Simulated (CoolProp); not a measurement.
Computed with CoolProp (reference Helmholtz-energy equation of state, Zhou 2014).

**Question.** For cyclohexane, give the phase and the Z, isothermal compressibility (1/MPa), viscosity (µPa s) at 620 K and 2550 kPa; 620 K and 5100 kPa; 620 K and 17900 kPa.

**Answer.** 
- 620 K and 2550 kPa: gas; Z 0.838, isothermal compressibility 0.475, viscosity 15.1
- 620 K and 5100 kPa: supercritical; Z 0.639, isothermal compressibility 0.332, viscosity 18.6
- 620 K and 17900 kPa: supercritical; Z 0.622, isothermal compressibility 0.0158, viscosity 77.5

Viscosity comes from a separate model (Tariq 2014).
